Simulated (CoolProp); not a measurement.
CF4 (R14) along the isobar 5.97 MPa: fugacity coefficient from the reference equation and from simpler models built on Tc = 227.4 K, pc = 3.762 MPa, ω = 0.178; each cubic takes its own stable root.

The numbers come from the reference Helmholtz-energy equation of state, Platzer 1990 in CoolProp. This equation is an older, rougher fit; its heat capacities, sound speeds and derivatives of the liquid may be far off and weren't checked against measurements.

```csv
T (K),phase,reference
135.7,liquid,0.01076
150.8,liquid,0.03081
166,liquid,0.07014
181.1,liquid,0.1334
196.3,liquid,0.2227
211.4,liquid,0.3336
226.6,liquid,0.4589
241.7,supercritical,0.5796
256.9,supercritical,0.6676
272,supercritical,0.7284
287.2,supercritical,0.7758
302.3,supercritical,0.8138
317.5,supercritical,0.8455
332.6,supercritical,0.8719
```

### Question
How far does each simpler model (van der Waals, Redlich-Kwong, Peng-Robinson) lie from the reference over these 14 states: mean and median of the absolute difference, and the worst?

### Answer
- van der Waals: mean 87.3 %, median 7.1 %, worst +575.7 % at 135.7 K and 5.97 MPa
- Redlich-Kwong: mean 11.9 %, median 2.5 %, worst +46.7 % at 135.7 K and 5.97 MPa
- Peng-Robinson: mean 2.5 %, median 2.3 %, worst -3.5 % at 256.9 K and 5.97 MPa
